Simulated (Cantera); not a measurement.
A closed system holds: 1 mol BN, a varied amount of O2, 58 mol N2, at 2023.15 K and 28.0 Pa.

These are equilibrium values from Cantera (NASA tables, ideal gas, pure condensed phases), not measurements of a reactor. Candidate condensed phases: B, BN, B2O3; 17 gas species. Rates play no part.

Which condensed phases are stable at each of these points (n(O2) (mol)): 0.27, 0.53, 1, 2, 4, 7.8, 15?


```csv
n(O2) (mol),condensed phases,B condensed (%)
0.27,BN(s),42.1
0.53,gas only,0.0
1,gas only,0.0
2,gas only,0.0
4,gas only,0.0
7.8,gas only,0.0
15,gas only,0.0
```

At 0.27 mol O2 the condensed part is BN(s). From 0.53 mol O2 to 15 mol O2 nothing is condensed.
